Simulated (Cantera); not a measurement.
# Thermodynamics of abatement and gas-phase synthesis, feed CS2 + H2O + O2

A closed system holds: 1 mol CS2, 0.075 mol H2O, 0.16 mol O2, held at 0.0133 bar.

Equilibrium computed with Cantera from the NASA thermochemical tables; the gas is ideal and each condensed phase is pure. Candidate condensed phases: C, C6H6, C7H8, C8H18, H2O, H2SO4, S; 123 gas species. Rates play no part.

From 2473 K to 2973 K nothing is condensed. The main C-bearing gas is CS throughout.

```csv
T (K),x S,x CS,x S2,x CO,x H,x CS2,x H2,x SH
2473,0.169,0.268,0.250,0.206,0.0270,0.0486,0.0196,0.0117
2523,0.200,0.270,0.230,0.201,0.0312,0.0382,0.0168,0.0111
2573,0.234,0.271,0.209,0.196,0.0354,0.0299,0.0142,0.0104
2623,0.269,0.270,0.187,0.191,0.0394,0.0232,0.0117,0.00955
2673,0.303,0.267,0.164,0.186,0.0431,0.0179,0.00945,0.00856
2723,0.337,0.264,0.141,0.182,0.0464,0.0137,0.00748,0.00751
2773,0.370,0.261,0.120,0.177,0.0492,0.0105,0.00583,0.00647
2823,0.399,0.258,0.0999,0.173,0.0514,0.00804,0.00448,0.00548
2873,0.426,0.254,0.0821,0.170,0.0532,0.00613,0.00341,0.00458
2923,0.449,0.251,0.0667,0.167,0.0546,0.00468,0.00259,0.00378
2973,0.468,0.249,0.0536,0.165,0.0556,0.00358,0.00195,0.00310
```
x: gas mole fraction; nothing condenses.
